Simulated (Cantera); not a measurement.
A closed system holds: 1 mol PbO, 77 mol N₂, at 898.15 K and 0.285 Torr.

Equilibrium computed with Cantera from the NASA thermochemical tables; the gas is ideal and each condensed phase is pure. Candidate condensed phases: Pb, PbO, PbO₂, Pb₃O₄; 12 gas species. Rates play no part.

Base state: N₂ 1.000, PbO 1.82e-5 (mole fractions); condensed: PbO(yellow).

Q: What changes in the equilibrium state with this change: PbO replaced by HgO?

A: 
```csv
species,before,after
N₂,1.000,0.981
Hg,0,0.0127
O₂,1.90e-6,0.00637
PbO,1.82e-5,0
"PbO(yellow), mol",0.998,0
```
Further candidate phases: Hg, HgO.
